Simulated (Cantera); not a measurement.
Feed: 1 mol NH3, 0.83 mol SO2, 0.02 mol O2, equilibrated at 2850 K and 1330 Pa.

Equilibrium computed with Cantera from the NASA thermochemical tables; the gas is ideal and each condensed phase is pure. Candidate condensed phases: H2O, H2SO4, S; 35 gas species. Kinetics and transport are ignored.

Base state: H 0.307, H2 0.133, N2 0.127, SO 0.107, H2O 0.0748, O 0.0733, S 0.0525, OH 0.0508 (mole fractions); condensed: gas only.

What changes in the equilibrium state with this change: SO2 from 0.83 to 0.064 mol?


```csv
species,before,after
H,0.307,0.452
H2,0.133,0.288
N2,0.127,0.182
SO,0.107,0.00548
SO2,0.0482,0.000422
O2,0.0165,0.000487
O,0.0733,0.0126
OH,0.0508,0.0128
S,0.0525,0.0156
H2O,0.0748,0.0278
S2O,2.32e-5,3.51e-7
S2,0.00145,0.000128
NO,0.00444,0.000913
SN,1.47e-5,5.24e-6
SH,0.00370,0.00162
```
